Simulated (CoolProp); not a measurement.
Model: reference Helmholtz-energy equation of state, Platzer 1990, in CoolProp. This equation is an older, rougher fit; its heat capacities, sound speeds and derivatives of the liquid may be far off and weren't checked against measurements.

**Question.** Give the vapour pressure (kPa), enthalpy of vaporisation (kJ/kg), vapour Z, surface tension (mN/m) of saturated CF4 (R14) at 157.1, 163.2, 181.4 K.

**Answer.** 
| T (K) | p (kPa) | enthalpy of vaporisation (kJ/kg) | vapour Z | surface tension (mN/m) |
|---|---|---|---|---|
| 157.1 | 219 | 127 | 0.937 | 9.88 |
| 163.2 | 310 | 124 | 0.919 | 8.83 |
| 181.4 | 747 | 110 | 0.845 | 5.84 |

Surface tension comes from a separate correlation (Mulero 2012).
